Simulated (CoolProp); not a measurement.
Ethanol along the isotherm -13.05 °C: Z from the reference equation and from simpler models built on Tc = 241.6 °C, pc = 6.268 MPa, ω = 0.644; each cubic takes its own stable root.

Model: reference Helmholtz-energy equation of state, Schroeder 2014, in CoolProp.

| p (MPa) | phase | reference |
|---|---|---|
| 1.96 | liquid | 0.05099 |
| 3.92 | liquid | 0.1018 |
| 5.88 | liquid | 0.1525 |
| 7.83 | liquid | 0.2027 |
| 9.79 | liquid | 0.2530 |
| 11.8 | liquid | 0.3044 |
| 13.7 | liquid | 0.3529 |
| 15.7 | liquid | 0.4038 |
| 17.6 | liquid | 0.4520 |
| 19.6 | liquid | 0.5026 |
| 21.5 | liquid | 0.5505 |
| 23.5 | liquid | 0.6008 |
| 25.5 | liquid | 0.6510 |
| 27.4 | liquid | 0.6986 |
| 29.4 | liquid | 0.7485 |
| 31.3 | liquid | 0.7958 |

Question: How far does each simpler model (van der Waals, Redlich-Kwong, Soave-Redlich-Kwong, Peng-Robinson) lie from the reference over these 16 states: mean and median of the absolute difference, and the worst?

Answer: 
- van der Waals: mean 82.2 %, median 81.9 %, worst +84.9 % at -13.05 °C and 1.96 MPa
- Redlich-Kwong: mean 24.6 %, median 24.6 %, worst +24.8 % at -13.05 °C and 1.96 MPa
- Soave-Redlich-Kwong: mean 18.7 %, median 18.7 %, worst +19.3 % at -13.05 °C and 31.3 MPa
- Peng-Robinson: mean 5.9 %, median 5.9 %, worst +6.6 % at -13.05 °C and 31.3 MPa
